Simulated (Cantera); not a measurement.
Input (Python, Cantera) and output of one run.

```python
import numpy as np
import cantera as ct

gas_names = """
    CL CLO CL2 O O2 O3 Si SiCL SiCL2 SiCL3 SiCL4 SiO SiO2 Si2 Si3
""".split()
cond_names = """
    Si(cr) Si(L) SiO2(Lqz) SiO2(hqz) SiO2(L)
""".split()


# ... load() reads the species with a 1 bar reference pressure and builds the phases ...
atoms = {
    'SiO2': {'Si': 1, 'O': 2},
    'Cl2': {'CL': 2},
}
top_T = {}  # K; cautious upper limits of use, not melting points


# ... equilibrate(T, P, feed) seeds the gas with the atoms and calls Mixture.equilibrate('TP', solver="vcs", rtol=1e-11, max_steps=5000) ...
results = []
feed = {'SiO2': 1, 'Cl2': 20}  # mol
P = 13332.2  # Pa
for T in [723, 798, 873, 948, 1023, 1098, 1173, 1248, 1323, 1398, 1473, 1548]:
    mix = equilibrate(T, P, feed)
    results.append((T, P, feed, dict(zip(mix.species_names, mix.species_moles))))

top = {s: max(r[3][s] / sum(r[3][g] for g in gas_names) for r in results) for s in gas_names}
cols = sorted((s for s in top if top[s] > 1e-06), key=lambda s: -top[s])[:8]
seen = [c for c in cond_names if any(r[3].get(c, 0) > 1e-12 for r in results)]
print("log10 of partial pressures in bar; condensed amounts in mol")
print(f"{'T/K':>10s}" + "".join(f"{s[:9]:>10s}" for s in cols + seen))
for T, P, feed, n in results:
    ng = sum(n[g] for g in gas_names)
    print(f"{T:10.4g}" + "".join(f"{np.log10(max(n[s] / ng * P / 1e5, 1e-99)):10.3f}" for s in cols)
          + "".join(f"{n.get(c, 0):10.4g}" for c in seen))
```

It prints:

```
log10 of partial pressures in bar; condensed amounts in mol
       T/K       CL2        CL     SiCL4        O2       CLO SiO2(Lqz) SiO2(hqz)
       723    -0.875    -6.325    -8.551    -8.551   -11.364         1         0
       798    -0.875    -5.487    -7.710    -7.710   -10.254         1         0
       873    -0.875    -4.791    -7.015    -7.016    -9.335         0         1
       948    -0.875    -4.204    -6.433    -6.435    -8.563         0    0.9999
      1023    -0.876    -3.702    -5.937    -5.939    -7.905         0    0.9998
      1098    -0.877    -3.269    -5.509    -5.512    -7.337         0    0.9995
      1173    -0.879    -2.890    -5.138    -5.142    -6.843         0    0.9989
      1248    -0.884    -2.558    -4.814    -4.820    -6.412         0    0.9977
      1323    -0.893    -2.266    -4.532    -4.539    -6.034         0    0.9955
      1398    -0.909    -2.007    -4.288    -4.297    -5.705         0     0.992
      1473    -0.933    -1.780    -4.080    -4.090    -5.420         0    0.9867
      1548    -0.971    -1.583    -3.907    -3.919    -5.177         0    0.9794
```

These are equilibrium values from Cantera (NASA tables, ideal gas, pure condensed phases), not measurements of a reactor. The tables hold silica as quartz up to 1696 K and as liquid above; real silica turns to tridymite and cristobalite and melts near 1996 K.
